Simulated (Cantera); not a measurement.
Feed: 1 mol CuO, 3.7 mol C, 0.014 mol CO, equilibrated at 973.15 K and 1.00 bar.

Cantera equilibrium calculation (NASA polynomials, part measured and part estimated; ideal gas, pure solids and liquids). Candidate condensed phases: C, Cu, CuO, Cu₂O; 15 gas species. Rates play no part.

Base state: CO 0.618, CO₂ 0.382 (mole fractions); condensed: C(graphite) + Cu(s).

Task: What changes in the equilibrium state with this change: temperature from 973.15 K to 1998.15 K?

Result: 
```json
[
 {"species": "CO", "before": "0.618", "after": "0.996"},
 {"species": "Cu", "before": "<1e-9", "after": "0.00423"},
 {"species": "CO₂", "before": "0.382", "after": "2.56e-5"},
 {"species": "Cu₂", "before": "<1e-9", "after": "1.74e-5"},
 {"species": "C(graphite), mol", "before": "2.98", "after": "2.70"},
 {"species": "Cu(s), mol", "before": "1.00", "after": "0"},
 {"species": "Cu(l), mol", "before": "0", "after": "0.996"}
]
```
